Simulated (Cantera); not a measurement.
**Equilibrium for carbon deposition, reforming and gasification: C₂H₂ + CO₂ + H₂O**

Charge: 1 mol C₂H₂, 0.31 mol CO₂, 0.15 mol H₂O, equilibrated at 13.3 mbar.

Method: chemical equilibrium by Gibbs-energy minimisation in Cantera with the NASA 1993 tables (ideal gas, pure condensed phases). Candidate condensed phases: C, C₆H₆, C₇H₈, C₈H₁₈, H₂O; 110 gas species. The numbers say what is thermodynamically allowed, not how fast it happens.

```
T (K)  log p H₂  log p H₂O  log p CO  log p H  log p CH₄  log p CO₂  n C(graphite)
-----  --------  ---------  --------  -------  ---------  ---------  -------------
525       -2.76      -2.15     -5.38     <-13      -2.51      -2.83           1.96
725       -2.10      -2.74     -2.93     <-13      -3.48      -2.70           1.92
925       -2.10      -4.21     -2.29   -10.63      -4.84      -4.09           1.56
1125      -2.10      -5.56     -2.27    -8.40      -5.74      -5.78           1.54
1325      -2.10      -6.51     -2.27    -6.84      -6.37      -6.96           1.54
1525      -2.10      -7.21     -2.27    -5.67      -6.84      -7.82           1.54
1725      -2.10      -7.75     -2.27    -4.78      -7.20      -8.47           1.54
1925      -2.10      -8.17     -2.27    -4.07      -7.49      -8.98           1.54
2125      -2.11      -8.52     -2.28    -3.50      -7.73      -9.39           1.54
2325      -2.14      -8.84     -2.29    -3.03      -7.98      -9.74           1.53
2525      -2.21      -9.16     -2.31    -2.66      -8.26     -10.06           1.52
2725      -2.35      -9.53     -2.35    -2.38      -8.66     -10.36           1.49
```
log p: log10 of the partial pressure in bar; n: condensed amount in mol.

From 525 K to 2725 K the condensed part is C(graphite). The main C-bearing gas is CH₄ at 525 K and CO at 2725 K. The share of C in condensed phases is highest at 525 K (84.9 %) and lowest at 2725 K (64.4 %).
